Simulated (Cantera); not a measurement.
Cantera run:

```python
import numpy as np
import cantera as ct

gas_names = """
    AL ALH ALN ALO ALOH ALO2 ALO2H AL2 AL2O AL2O2 H HALO HNO HNO2 HNO3 HO2 H2 H2O H2O2 N NH NH2 NH3
    NH2OH NO NO2 NO3 N2 N2H2 N2H4 N2O O OH O2 O3
""".split()
cond_names = """
    AL(cr) AL(L) ALN(s) AL2O3(a) AL2O3(L) H2O(s) H2O(L)
""".split()


# ... load() reads the species with a 1 bar reference pressure and builds the phases ...
atoms = {
    'Al2O3': {'AL': 2, 'O': 3},
    'H2': {'H': 2},
    'N2': {'N': 2},
}
top_T = {'ALN(s)': 2750}  # K; cautious upper limits of use, not melting points


# ... equilibrate(T, P, feed) seeds the gas with the atoms and calls Mixture.equilibrate('TP', solver="vcs", rtol=1e-11, max_steps=5000) ...
results = []
feed = {'Al2O3': 1, 'H2': 10, 'N2': 72}  # mol
T = 2098.15  # K
P = 120  # Pa
mix = equilibrate(T, P, feed)
results.append((T, P, feed, dict(zip(mix.species_names, mix.species_moles))))
print(gas.report(threshold=0.001))
for i in range(1, mix.n_phases):
    print(f"{mix.phase(i).name:16s} {mix.phase_moles(i):12.5e} mol")
```

It prints:

```
       temperature   2098.2 K
          pressure   120 Pa
           density   0.00016854 kg/m^3
  mean mol. weight   24.502 kg/kmol
   phase of matter   gas

                          1 kg             1 kmol
                     ---------------   ---------------
          enthalpy        2.6485e+06        6.4894e+07  J
   internal energy        1.9365e+06        4.7449e+07  J
           entropy             12412        3.0411e+05  J/K
    Gibbs function       -2.3393e+07       -5.7318e+08  J
 heat capacity c_p            1451.7             35570  J/K
 heat capacity c_v            1112.4             27255  J/K

                      mass frac. Y      mole frac. X     chem. pot. / RT
                     ---------------   ---------------   ---------------
                 H          0.001185          0.028804           -14.307
                H2         0.0086341           0.10494           -28.614
                N2           0.98889           0.86492           -33.974
     [  +32 minor]         0.0012918          0.001338

AL(L)             0.00000e+00 mol
ALN(s)            0.00000e+00 mol
AL2O3(a)          9.75489e-01 mol
```

Method: chemical equilibrium by Gibbs-energy minimisation in Cantera with the NASA 1993 tables (ideal gas, pure condensed phases). The tables' values for AlOH are old estimates; treat these amounts as uncertain.
